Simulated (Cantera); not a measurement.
An isothermal, constant-pressure homogeneous reactor starts with H2 : O2 : N2 = 0.81 : 1 : 7.5 (molar parts), at 948 K and 180 Torr.

Cantera simulation using GRI-Mech 3.0 (53 species, 325 reactions); the numbers are that mechanism's predictions, not measurements. Below about 950 K walls govern HO2 and H2O2 in real vessels. The temperature is held fixed by assumption; the heat of reaction is taken as removed at once.

x: mole fraction; the columns are a selection and need not sum to one.

```csv
t (s),x H2,x O2,x H2O,x NO2,x H2O2,x NO
2.00e-5,0.0870,0.107,<1e-12,<1e-12,<1e-12,<1e-12
7.10e-5,0.0870,0.107,1.33e-11,<1e-12,<1e-12,<1e-12
0.000252,0.0870,0.107,4.31e-10,<1e-12,<1e-12,<1e-12
0.000894,0.0870,0.107,4.70e-7,<1e-12,1.15e-10,<1e-12
0.00317,[?],0.0691,0.0851,3.70e-10,[?],3.34e-7
0.0113,0.00109,0.0673,0.0898,1.01e-8,1.41e-6,3.27e-7
0.0400,0.000376,0.0670,0.0906,4.45e-8,1.53e-6,2.93e-7
0.142,[?],0.0669,0.0908,[?],[?],[?]
0.504,2.23e-5,0.0668,0.0909,1.76e-7,8.63e-8,1.62e-7
1.79,1.84e-6,0.0668,0.0910,1.74e-7,2.34e-9,1.64e-7
6.35,5.20e-8,0.0668,0.0910,9.27e-8,2.29e-10,2.45e-7
22.5,8.68e-10,0.0668,0.0910,4.17e-8,2.33e-11,2.96e-7
80.0,2.67e-11,0.0668,0.0910,2.59e-8,6.34e-12,3.12e-7
```

### Question
What belongs in the gaps?

### Answer

- 0.00317, x H2: 0.00521
- 0.00317, x H2O2: 1.73e-6
- 0.142, x H2: 0.000117
- 0.142, x NO2: 1.14e-7
- 0.142, x H2O2: 8.27e-7
- 0.142, x NO: 2.24e-7
